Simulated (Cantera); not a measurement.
Input (Python, Cantera) and output of one run.

```python
import numpy as np
import cantera as ct

gas_names = [...]  # 118 gases of nasa_gas.yaml made of C, Cl, F, H
cond_names = """
    C(gr) C6H6(L) C7H8(L) C8H18(L),n-octa
""".split()


# ... load() reads the species with a 1 bar reference pressure and builds the phases ...
atoms = {
    'C2F6': {'C': 2, 'F': 6},
    'HCl': {'H': 1, 'CL': 1},
}
top_T = {'C(gr)': 4500}  # K; cautious upper limits of use, not melting points


# ... equilibrate(T, P, feed) seeds the gas with the atoms and calls Mixture.equilibrate('TP', solver="vcs", rtol=1e-11, max_steps=5000) ...
results = []
T = 1725  # K
P = 1.9  # Pa
for m in [0.043, 0.056, 0.074, 0.098, 0.13, 0.17, 0.22, 0.3, 0.39]:
    feed = {'C2F6': 1, 'HCl': m}  # mol
    mix = equilibrate(T, P, feed)
    results.append((T, P, feed, dict(zip(mix.species_names, mix.species_moles))))

top = {s: max(r[3][s] / sum(r[3][g] for g in gas_names) for r in results) for s in gas_names}
cols = sorted((s for s in top if top[s] > 0.0001), key=lambda s: -top[s])[:9]
seen = [c for c in cond_names if any(r[3].get(c, 0) > 1e-12 for r in results)]
print("log10 of partial pressures in bar; condensed amounts in mol")
print(f"{'n(HCl)':>10s}" + "".join(f"{s[:9]:>10s}" for s in cols + seen))
for T, P, feed, n in results:
    ng = sum(n[g] for g in gas_names)
    print(f"{feed['HCl']:10.4g}" + "".join(f"{np.log10(max(n[s] / ng * P / 1e5, 1e-99)):10.3f}" for s in cols)
          + "".join(f"{n.get(c, 0):10.4g}" for c in seen))
```

Output:

```
log10 of partial pressures in bar; condensed amounts in mol
    n(HCl)       CF4         F        HF        CL       CF2       CF3        CF     C(gr)
     0.043    -4.915    -5.495    -6.382    -6.382    -5.562    -7.162    -8.518    0.4495
     0.056    -4.922    -5.497    -6.273    -6.273    -5.565    -7.167    -8.519    0.4528
     0.074    -4.932    -5.500    -6.159    -6.159    -5.570    -7.175    -8.522    0.4574
     0.098    -4.945    -5.503    -6.047    -6.047    -5.577    -7.184    -8.525    0.4635
      0.13    -4.962    -5.507    -5.937    -5.938    -5.585    -7.197    -8.529    0.4718
      0.17    -4.983    -5.512    -5.837    -5.837    -5.596    -7.212    -8.534    0.4821
      0.22    -5.007    -5.518    -5.743    -5.743    -5.608    -7.231    -8.541     0.495
       0.3    -5.046    -5.528    -5.637    -5.637    -5.627    -7.260    -8.550    0.5159
      0.39    -5.087    -5.538    -5.552    -5.553    -5.648    -7.290    -8.560    0.5395
```

These are equilibrium values from Cantera (NASA tables, ideal gas, pure condensed phases), not measurements of a reactor. The feed counts by its element totals alone. Gases not in the tables: C2F6 and larger saturated fluorocarbons.
